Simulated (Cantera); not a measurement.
C3H6 + O2 + H2 (carbon deposition, reforming and gasification)

A closed system holds: 1 mol C3H6, 0.03 mol O2, 0.92 mol H2, held at 0.133 bar.

Equilibrium computed with Cantera from the NASA thermochemical tables; the gas is ideal and each condensed phase is pure. Candidate condensed phases: C, C6H6, C7H8, C8H18, H2O; 110 gas species. The numbers say what is thermodynamically allowed, not how fast it happens.

From 550 K to 750 K the condensed part is C(graphite). The main C-bearing gas is CH4 throughout. The share of C in condensed phases is highest at 750 K (74.8 %) and lowest at 550 K (40.0 %).

```
T (K)  log p CH4  log p H2  log p H2O  log p CO  log p CO2  n C(graphite)
-----  ---------  --------  ---------  --------  ---------  -------------
550        -0.95     -1.79      -2.43     -6.01      -4.89           1.20
575        -0.97     -1.63      -2.44     -5.63      -4.84           1.26
600        -1.01     -1.49      -2.46     -5.27      -4.79           1.34
625        -1.06     -1.37      -2.48     -4.95      -4.74           1.45
650        -1.12     -1.27      -2.50     -4.64      -4.69           1.57
675        -1.19     -1.18      -2.53     -4.36      -4.63           1.73
700        -1.28     -1.11      -2.57     -4.09      -4.58           1.89
725        -1.39     -1.05      -2.61     -3.84      -4.53           2.07
750        -1.50     -1.00      -2.66     -3.61      -4.48           2.24
```
log p: log10 of the partial pressure in bar; n: condensed amount in mol.
